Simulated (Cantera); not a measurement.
An isothermal, constant-pressure homogeneous reactor starts with NH3 : N2 = 1 : 0.17 (molar parts), at 1948 K and 24.0 Torr. Integrator tolerance rtol = 1e-08.

Cantera simulation using the gas-phase N/H chemistry of the illustrative SiF4/NH3 mechanism in the Surface Chemkin manual (1991); the numbers are that mechanism's predictions, not measurements. Walls and surfaces, which speed up NH3 decomposition in real reactors, are not modelled.

What does this change do: temperature 1948 to 1600 K?


```csv
quantity,before,after
x(NH3) at 20.0 s,2.02e-5 (gas-phase equilibrium 2.21e-7),0.594 (gas-phase equilibrium 4.71e-7)
x(H) at 20.0 s,0.00525 (gas-phase equilibrium 0.00527),1.84e-5 (gas-phase equilibrium 0.000254)
x(NH2) at 20.0 s,4.42e-7 (gas-phase equilibrium 4.84e-9),0.000123 (gas-phase equilibrium 4.12e-10)
x(H2) at 20.0 s,0.687 (gas-phase equilibrium 0.687),0.211 (gas-phase equilibrium 0.691)
x(NH) at 20.0 s,1.24e-7 (gas-phase equilibrium 1.36e-9),7.25e-7 (gas-phase equilibrium 1.13e-11)
```
